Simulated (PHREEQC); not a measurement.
Dissolve 0.025 mol/kgw MgCl2, 0.0089 mol/kgw NaHCO3 and 5.2e-05 mol/kgw H4SiO4 at 92 °C. Closed to the air; pH follows from the charge balance.

The numbers come from PHREEQC with the ion-association model, phreeqc.dat.

Each row changes one thing in this solution. No solid was allowed to form.

| case | pH | MgOH+ (mol/kgw) |
|---|---|---|
| as made | 7.43 | 0.000154 |
| 0.0011 mol/kgw HCl added | 6.97 | 5.34e-5 |
| H4SiO4 from 5.2e-05 to 7.8e-05 mol/kgw | 7.43 | 0.000153 |
| temperature from 92 to 35 °C | 7.70 | 5.44e-6 |
| NaHCO3 left out | 5.63 | 2.63e-6 |
| NaHCO3 from 0.0089 to 0.00801 mol/kgw | 7.42 | 0.000152 |
| temperature from 92 to 80 °C | 7.47 | 8.26e-5 |
| H4SiO4 left out | 7.43 | 0.000154 |
| temperature from 92 to 75 °C | 7.49 | 6.27e-5 |

Species that the database lacks are ignored. At this temperature some constants are extrapolated from 25 °C, and those without enthalpy data are left unchanged.
